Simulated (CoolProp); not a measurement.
A Linde-Hampson liquefier for normal hydrogen: isothermal reversible compression at 290 K from 1 atm to 25 MPa, throttling to 1 atm, return gas leaving the recuperator 2 K below the feed. Each further row changes one setting.

The numbers come from the reference Helmholtz-energy equation of state, Leachman 2009 in CoolProp.

```tsv
case	compression work (kJ/kg of gas)
as stated	6770
high pressure 50 MPa	7790
warm-end temperature 320 K	7460
warm-end gap 7 K	6770
```
